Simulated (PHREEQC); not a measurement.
Solution (25 °C): 0.0042 mol TMAH per kg of water. Closed to the air; pH follows from the charge balance.

The numbers come from PHREEQC with the ion-association model, phreeqc.dat.

```json
[
 {"quantity": "pH", "before": "11.59", "after": "7.41"},
 {"quantity": "ionic strength (mol/kgw)", "before": "0.00420", "after": "0.00420"}
]
```

Question: What was changed between the two runs?
(A) TMAH from 0.0042 to 0.00084 mol/kgw
(B) diluted 10-fold with water
(C) TMAH replaced by (CH3)4NF at the same molality
(D) 0.00081 mol/kgw NaHCO3 added

Answer: C, TMAH replaced by (CH3)4NF at the same molality

No solid was allowed to form. (CH3)4N+ isn't in the database: it is added as a free cation with an ion size of 4 Å.
